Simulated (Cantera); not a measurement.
A perfectly stirred reactor is fed with 14.4 % H₂, 15.7 % O₂, 58.9 % N₂, 11.0 % H₂O, at 750 Torr; it is adiabatic with a 625 K inlet, and is followed from long to short residence time, starting on the burning branch (τ in s: 0.021, 0.01, 0.0051, 0.0025, 0.0012, 0.00058, 0.00028, 0.00014, 6.7e-05, 3.3e-05).

Computed with Cantera and GRI-Mech 3.0 (53 species, 325 reactions).

Task: Predict: blow-out, bracketed by the residence times tried; x(H₂) at τ = 21.0 ms; x(O₂) at τ = 21.0 ms; x(H₂O) at τ = 21.0 ms; x(H₂O₂) at τ = 21.0 ms; x(HO₂) at τ = 21.0 ms; x(H₂) at τ = 0.580 ms; x(O₂) at τ = 0.580 ms; x(H₂O) at τ = 0.580 ms; x(H₂O₂) at τ = 0.580 ms; x(HO₂) at τ = 0.580 ms.

Result: 
```
Property                                                                          Result
------------------------------------------------  --------------------------------------
blow-out, bracketed by the residence times tried  burning at 33.0 µs, the shortest tried
x(H₂) at τ = 21.0 ms                                                            0.000440
x(O₂) at τ = 21.0 ms                                                              0.0912
x(H₂O) at τ = 21.0 ms                                                              0.272
x(H₂O₂) at τ = 21.0 ms                                                           3.42e-7
x(HO₂) at τ = 21.0 ms                                                            5.58e-6
x(H₂) at τ = 0.580 ms                                                            0.00442
x(O₂) at τ = 0.580 ms                                                             0.0913
x(H₂O) at τ = 0.580 ms                                                             0.264
x(H₂O₂) at τ = 0.580 ms                                                          1.59e-6
x(HO₂) at τ = 0.580 ms                                                           3.78e-5
```
